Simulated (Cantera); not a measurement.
Feed: 1 mol MgO, 0.21 mol SO3, 2 mol H2O, 0.084 mol H2S, at 452 °C and 0.390 bar.

Equilibrium computed with Cantera from the NASA thermochemical tables; the gas is ideal and each condensed phase is pure. Candidate condensed phases: H2O, H2SO4, Mg, MgO, Mg(OH)2, MgS, MgSO4, S; 26 gas species. Gases not in the tables: S3 to S7. Equilibrium is a limit: real reactors are often held back by kinetics, nucleation or transport.

Base state: H2O 0.935, SO2 0.0360, H2S 0.0280, S2 0.00110, H2 0.000169, S2O 6.35e-5 (mole fractions); condensed: MgO(s) + MgSO4(s).

**Question.** What changes in the equilibrium state with this change: 0.21 mol H2 added?

**Answer.** 
| species | before | after |
|---|---|---|
| H2O | 0.935 | 0.914 |
| H2S | 0.0280 | 0.0434 |
| SO2 | 0.0360 | 0.0404 |
| S2 | 0.00110 | 0.00220 |
| S2O | 6.35e-5 | 0.000113 |
| MgO(s), mol | 0.850 | 0.918 |
| MgSO4(s), mol | 0.150 | 0.0821 |
